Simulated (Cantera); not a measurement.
Standard-state values (1 bar) from the NASA 1993 polynomials, evaluated with Cantera. Values are per mole of reaction as written; species without (g) are pure solids or liquids, kept so even where they would boil at 1 bar.

Between 300 and 1550 K, where is each reaction favourable under standard conditions?
- 0.8 V + O2(g) → 0.4 V2O5
- 2 H2(g) + O2(g) → 2 H2O(g)
- 4 Li + O2(g) → 2 Li2O


- 0.8 V + O2(g) → 0.4 V2O5: ΔG° is -567 kJ at 300 K and -379 kJ at 1550 K; it stays negative (K > 1). ΔH° is -578 kJ and ΔS° -128 J/K at 1550 K.
- 2 H2(g) + O2(g) → 2 H2O(g): ΔG° is -457 kJ at 300 K and -323 kJ at 1550 K; it stays negative (K > 1). ΔH° is -501 kJ and ΔS° -115 J/K at 1550 K.
- 4 Li + O2(g) → 2 Li2O: ΔG° is -1124 kJ at 300 K and -784 kJ at 1550 K; it stays negative (K > 1). ΔH° is -1190 kJ and ΔS° -262 J/K at 1550 K.
